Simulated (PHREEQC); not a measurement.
PHREEQC input (ion-association model, phreeqc.dat):

```
SOLUTION 0
  temp 25
  units mmol/kgw
  pH 7 charge
  Cl 100.07
  Zn 0.33
  Ca 49
  K 1.4
  O(0) 1 O2(g) -0.68
SOLUTION 1-30
  temp 25
  units mmol/kgw
  pH 7 charge
  S(6) 78
  Na 156
  Cl 0.01
  O(0) 1 O2(g) -0.68
END
EXCHANGE 1-30
  X 0.089
  -equilibrate 1
END
SELECTED_OUTPUT 1
  -reset false
  -pH true
  -pe true
  -ionic_strength true
  -water true
  -step true
  -totals Ca Cl K Na S Zn S(-2) S(6)
  -molalities NaX ZnX2 CaX2 KX
  -saturation_indices Gypsum Halite Sylvite Zn(OH)2(e)
PRINT
  -reset false
TRANSPORT
  -cells 30
  -shifts 120
  -lengths 0.00666667
  -time_step 3600
  -dispersivities 0.007
  -boundary_conditions flux flux
  -correct_disp true
  -punch_cells 30
  -punch_frequency 4
END
```

Selected output (columns that matter, 24 of 31 rows; pore volumes added in front):

```
pore volumes	pH	mu	Ca	Cl	K	Na	S	Zn	m_NaX	m_ZnX2	si_Gypsum	si_Halite	si_Sylvite	si_Zn(OH)2(e)
0	5.5668	0.20726	0	1e-05	0	0.156	0.078	0	0.089	0	-1000	-7.69	-1000	-1000
0.15	5.5668	0.20726	0	1e-05	0	0.156	0.078	0	0.089	0	-1000	-7.69	-1000	-1000
0.4167	5.5667	0.20721	3.7452e-25	5.5938e-05	3.4883e-18	0.15597	0.077964	6.4186e-24	0.089	3.1e-23	-22.378	-6.9423	-22.957	-24.55
0.55	5.563	0.20562	5.3421e-21	0.0015704	1.6759e-14	0.15513	0.076784	4.2533e-20	0.089	2.0902e-19	-18.226	-5.4953	-17.826	-20.731
0.6833	5.5428	0.19717	1.6123e-18	0.0096268	3.1887e-12	0.15062	0.070503	6.1775e-18	0.089	3.3377e-17	-15.759	-4.7151	-14.752	-18.583
0.95	5.4209	0.15673	4.8185e-16	0.047745	1.5143e-09	0.12931	0.040789	4.5235e-16	0.089	4.0937e-15	-13.381	-4.056	-11.342	-16.81
1.0833	5.3339	0.13621	2.9945e-15	0.066827	1.3699e-08	0.11864	0.025914	1.2029e-15	0.089	1.492e-14	-12.691	-3.9295	-10.218	-16.461
1.2167	5.2503	0.12108	5.9954e-14	0.0808	1.1052e-07	0.11083	0.015022	4.8118e-15	0.089	7.7968e-14	-11.539	-3.8619	-9.2103	-15.94
1.35	5.1834	0.11142	1.1061e-11	0.089671	9.4097e-07	0.10587	0.0081062	3.0846e-13	0.088996	6.0533e-12	-9.4749	-3.8262	-8.2222	-14.203
1.6167	5.1111	0.10291	7.3331e-06	0.097477	9.0332e-05	0.1014	0.0020211	9.8136e-08	0.088222	2.2872e-06	-4.188	-3.799	-6.1917	-8.7815
1.75	5.0964	0.10766	0.0065823	0.098846	0.00081863	0.08663	0.00095385	6.5468e-05	0.030405	0.0002545	-1.6078	-3.8638	-5.2311	-5.9807
1.8833	5.0918	0.13075	0.030417	0.099508	0.0011693	0.03787	0.00043794	0.00025004	0.0073091	0.00029912	-1.4434	-4.2343	-5.0895	-5.4269
2.15	5.0901	0.14534	0.045016	0.099959	0.0013153	0.008116	8.6717e-05	0.00032983	0.0013329	0.00028778	-2.051	-4.909	-5.0455	-5.3219
2.2833	5.0899	0.14745	0.047111	0.10002	0.001343	0.0038505	3.7676e-05	0.00033607	0.00062058	0.00028265	-2.4028	-5.2336	-5.0375	-5.3158
2.4167	5.0899	0.14844	0.048099	0.10005	0.0013603	0.0018384	1.6169e-05	0.00033698	0.00029377	0.00027871	-2.7656	-5.555	-5.0324	-5.3155
2.6833	5.0899	0.14914	0.048795	0.10007	0.0013799	0.00042262	2.8926e-06	0.00033477	6.7133e-05	0.00027369	-3.5099	-6.1938	-5.0265	-5.3189
2.8167	5.0899	0.14925	0.048903	0.10007	0.0013857	0.00020292	1.2094e-06	0.00033354	3.2204e-05	0.0002722	-3.8881	-6.5124	-5.0247	-5.3206
2.95	5.0899	0.1493	0.048954	0.10007	0.0013898	9.7432e-05	5.0252e-07	0.00033254	1.5456e-05	0.00027115	-4.2693	-6.8311	-5.0235	-5.3219
3.0833	5.0899	0.14932	0.048978	0.10007	0.0013928	4.6764e-05	2.0771e-07	0.00033179	7.4169e-06	0.00027042	-4.6529	-7.1499	-5.0225	-5.3229
3.35	5.0899	0.14934	0.048996	0.10007	0.0013965	1.0753e-05	3.5033e-08	0.00033085	1.7051e-06	0.00026958	-5.4258	-7.7883	-5.0214	-5.3241
3.4833	5.0899	0.14934	0.048998	0.10007	0.0013976	5.1504e-06	1.4312e-08	0.00033058	8.1673e-07	0.00026934	-5.8146	-8.108	-5.0211	-5.3245
3.6167	5.0899	0.14934	0.048999	0.10007	0.0013983	2.4652e-06	5.8296e-09	0.00033039	3.9091e-07	0.00026919	-6.2046	-8.428	-5.0208	-5.3247
3.8833	5.0899	0.14934	0.049	0.10007	0.0013992	5.6354e-07	9.6025e-10	0.00033018	8.9363e-08	0.00026901	-6.9879	-9.0689	-5.0206	-5.325
4.0167	5.0899	0.14934	0.049	0.10007	0.0013995	2.6918e-07	3.8855e-10	0.00033012	4.2684e-08	0.00026896	-7.3808	-9.3898	-5.0205	-5.3251
```

Species that the database lacks are ignored.
